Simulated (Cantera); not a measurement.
A Cantera script and its output.

```python
import numpy as np
import cantera as ct

gas = ct.Solution("h2o2.yaml")
gas.TPX = 1025, 22000, {'H2': 1.3, 'O2': 1, 'N2': 18}
reactor = ct.IdealGasConstPressureReactor(gas, energy="off", clone=False)
net = ct.ReactorNet([reactor])
net.rtol, net.atol = 1e-08, 1e-18
show = ['H2', 'O2', 'H2O', 'O', 'HO2']
times = np.geomspace(4e-05, 30, 15)

steps = ct.SolutionArray(gas, extra=["t"])
rows = []
print(f"{'t/s':>10s}{'T/K':>9s}{'P/Pa':>11s}" + "".join(f"{s:>11s}" for s in show))
for t in times:
    while net.time < t:
        t_next = net.step()
        steps.append(gas.state, t=t_next)
    rows.append([np.interp(t, steps.t, y) for y in (steps.T, steps.P, *steps(*show).X.T)])
    print(f"{t:10.3e}{rows[-1][0]:9.1f}{rows[-1][1]:11.4g}" + "".join(f"{x:11.3e}" for x in rows[-1][2:]))
rate = np.gradient(steps.T, steps.t)
print("integrator steps:", len(steps.t))
if steps.T.max() > steps.T[0] + 200:
    print(f"time of steepest temperature rise: {steps.t[rate.argmax()]:.4e} s")
gas.TPX = 1025, 22000, {'H2': 1.3, 'O2': 1, 'N2': 18}
gas.equilibrate("TP")
print(f"equilibrium (TP): T = {gas.T:.1f} K  " + "  ".join(f"{s} {gas[s].X[0]:.3e}" for s in show))
```

Result:

```
       t/s      T/K       P/Pa         H2         O2        H2O          O        HO2
 4.000e-05   1025.0    2.2e+04  6.404e-02  4.926e-02  6.425e-12  3.739e-12  4.063e-11
 1.051e-04   1025.0    2.2e+04  6.404e-02  4.926e-02  7.066e-11  1.909e-11  1.138e-10
 2.763e-04   1025.0    2.2e+04  6.404e-02  4.926e-02  1.146e-09  1.643e-10  4.186e-10
 7.261e-04   1025.0    2.2e+04  6.404e-02  4.926e-02  1.302e-07  1.504e-08  1.688e-08
 1.908e-03   1025.0    2.2e+04  4.723e-02  4.222e-02  1.266e-02  1.125e-03  6.413e-06
 5.015e-03   1025.0    2.2e+04  1.392e-03  1.848e-02  6.401e-02  3.351e-04  3.802e-06
 1.318e-02   1025.0    2.2e+04  1.840e-04  1.788e-02  6.592e-02  2.847e-05  2.226e-06
 3.464e-02   1025.0    2.2e+04  3.091e-05  1.782e-02  6.611e-02  3.866e-06  7.599e-07
 9.104e-02   1025.0    2.2e+04  4.521e-06  1.781e-02  6.615e-02  6.352e-07  1.598e-07
 2.393e-01   1025.0    2.2e+04  5.651e-07  1.781e-02  6.615e-02  1.268e-07  2.895e-08
 6.288e-01   1025.0    2.2e+04  8.182e-08  1.781e-02  6.616e-02  3.240e-08  6.479e-09
 1.653e+00   1025.0    2.2e+04  1.902e-08  1.781e-02  6.616e-02  1.006e-08  1.915e-09
 4.343e+00   1025.0    2.2e+04  5.934e-09  1.781e-02  6.616e-02  3.483e-09  6.633e-10
 1.141e+01   1025.0    2.2e+04  2.073e-09  1.781e-02  6.616e-02  1.274e-09  2.622e-10
 3.000e+01   1025.0    2.2e+04  7.791e-10  1.781e-02  6.616e-02  4.848e-10  1.353e-10
integrator steps: 2051
equilibrium (TP): T = 1025.0 K  H2 1.924e-10  O2 1.781e-02  H2O 6.616e-02  O 9.451e-11  HO2 1.204e-10
```

Detailed kinetics in Cantera: the H2/O2 subset of GRI-Mech 3.0, which has no nitrogen chemistry. The temperature is held fixed by assumption; the heat of reaction is taken as removed at once.
